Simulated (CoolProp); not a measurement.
Vapour-liquid equilibrium of hydrogen sulfide (1) + n-hexane (2) at 0.118 MPa; x and y are mole fractions of (1).

Model: multi-fluid Helmholtz-energy mixture model, Lemmon 2006 and Thol 2019; pair parameters Kunz 2012, in CoolProp.

**Question.** Give the bubble temperature and the first vapour's composition at x = 0.35, 0.725, 0.875. Is there an azeotrope?

**Answer.** x = 0.35: 221.6 K, y = 0.999; x = 0.725: 219.5 K, y = 0.999; x = 0.875: 218.0 K, y = 0.999. No azeotrope shows between x = 0.05 and 0.95.

Pair parameters are fitted to limited data, so mixtures are less certain than the pure fluids. With so large a gap from Raoult's law the liquid may split in two, which this calculation doesn't test in full.
